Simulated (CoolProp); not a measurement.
Vapour-liquid equilibrium of benzene (1) + dimethyl carbonate (2) at 2.13 MPa; x and y are mole fractions of (1).

Values from CoolProp's multi-fluid Helmholtz-energy mixture model, Thol 2012 and Zhou 2011; pair parameters Bell 2016.

| x | bubble temperature, mixture model (K) | bubble temperature, Raoult's law (K) | y, mixture model | y, Raoult's law |
|---|---|---|---|---|
| 0.05 | 499.9 | 500.5 | 0.057 | 0.051 |
| 0.2 | 498.1 | 500.3 | 0.217 | 0.204 |
| 0.35 | 497.0 | 500.0 | 0.365 | 0.356 |
| 0.5 | 496.4 | 499.8 | 0.506 | 0.507 |
| 0.65 | 496.3 | 499.5 | 0.646 | 0.656 |
| 0.8 | 496.9 | 499.2 | 0.790 | 0.804 |
| 0.95 | 498.2 | 499.0 | 0.945 | 0.951 |

The largest gap from Raoult's law is -3.4 K in bubble temperature, at x = 0.5. y crosses x between x = 0.5 and 0.65: the model has an azeotrope there.

The pair parameters rest on a limited set of measurements; away from them the model extrapolates.
